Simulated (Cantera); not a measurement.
**Ignition delay**

Mixture: 12.0 % CH₄, 0.817 % C₂H₆, 1.80 % C₃H₈, 17.9 % O₂, 67.5 % N₂, equivalence ratio 2.0, at 975 Torr, adiabatic and at constant pressure. Ignition delay is the time to a rise of 400 K.

Model: GRI-Mech 3.0 (53 species, 325 reactions), integrated in Cantera. GRI-Mech 3.0 was tuned for natural gas; its chemistry of propane as a main component is partial and can be far from experiment.

| T0 (K) | delay (ms) |
|---|---|
| 1075 | 53.6 |
| 1125 | 23.6 |
| 1175 | 10.3 |
| 1225 | 4.59 |
| 1275 | 2.13 |
| 1325 | 1.05 |

* **apparent activation energy between 1225 and 1325 K**: 200 kJ/mol
